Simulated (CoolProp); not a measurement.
Nitrous oxide at several states: fugacity coefficient from the reference equation and from simpler models built on Tc = 309.5 K, pc = 7245 kPa, ω = 0.161; each cubic takes its own stable root.

Model: reference Helmholtz-energy equation of state, Lemmon 2006, in CoolProp. It is a short technical equation, of lower accuracy than the large ones.

```json
[
 {"T (K)": "402", "p (kPa)": "41200", "phase": "supercritical", "reference": "0.5390"},
 {"T (K)": "432.9", "p (kPa)": "2100", "phase": "gas", "reference": "0.9684"},
 {"T (K)": "231.1", "p (kPa)": "9520", "phase": "liquid", "reference": "0.09835"}
]
```

Problem. How far does each simpler model (van der Waals, Soave-Redlich-Kwong) lie from the reference over these 3 states: mean and median of the absolute difference, and the worst?

Solution. 
- van der Waals: mean 43.9 %, median 2.1 %, worst +129.1 % at 231.1 K and 9520 kPa
- Soave-Redlich-Kwong: mean 4.2 %, median 2.7 %, worst +9.5 % at 402 K and 41200 kPa
